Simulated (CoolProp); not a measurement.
Vapour-liquid equilibrium of cyclohexane (1) + n-octane (2) at 1.65 bar; x and y are mole fractions of (1).

Computed with CoolProp (multi-fluid Helmholtz-energy mixture model, Zhou 2014 and Beckmüller 2019; pair parameters Bell 2016).

**Question.** Give the bubble temperature and the first vapour's composition at x = 0.125, 0.275, 0.65. Is there an azeotrope?

**Answer.** x = 0.125: 408.7 K, y = 0.286; x = 0.275: 399.6 K, y = 0.530; x = 0.65: 382.3 K, y = 0.859. No azeotrope shows between x = 0.05 and 0.95.

Pair parameters are fitted to limited data, so mixtures are less certain than the pure fluids.
